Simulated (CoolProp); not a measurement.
Values from CoolProp's reference Helmholtz-energy equation of state, Lemmon 2006. It is a short technical equation, of lower accuracy than the large ones.

### Question
For C3F8 (R218), give the phase and the cp (kJ/(kg K)), speed of sound (m/s) at 212.6 K and 0.095 bar; 212.6 K and 0.492 bar; 212.6 K and 5.8 bar.

### Answer
- 212.6 K and 0.095 bar: gas; cp 0.643, speed of sound 99.9
- 212.6 K and 0.492 bar: liquid; cp 0.925, speed of sound 642
- 212.6 K and 5.8 bar: liquid; cp 0.924, speed of sound 646
